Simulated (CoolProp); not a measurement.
Vapour-liquid equilibrium of n-hexane (1) + ethylbenzene (2) at 362.4 K; x and y are mole fractions of (1).

The numbers come from the multi-fluid Helmholtz-energy mixture model, Thol 2019 and Zhou 2012; pair parameters Bell 2016 in CoolProp.

```tsv
x	bubble pressure, mixture model (kPa)	bubble pressure, Raoult's law (kPa)	y, mixture model	y, Raoult's law
0.05	34.75	31.70	0.349	0.292
0.15	54.95	47.85	0.624	0.580
0.25	72.96	64.01	0.743	0.723
0.35	89.34	80.16	0.812	0.808
0.45	104.6	96.32	0.859	0.865
0.55	119.1	112.5	0.894	0.905
0.65	133.3	128.6	0.922	0.936
0.75	147.6	144.8	0.947	0.959
0.85	162.1	160.9	0.969	0.978
0.95	177.3	177.1	0.990	0.993
```

The largest gap from Raoult's law is +14.8 % in bubble pressure, at x = 0.15. No azeotrope shows between x = 0.05 and 0.95.

The pair parameters rest on a limited set of measurements; away from them the model extrapolates.
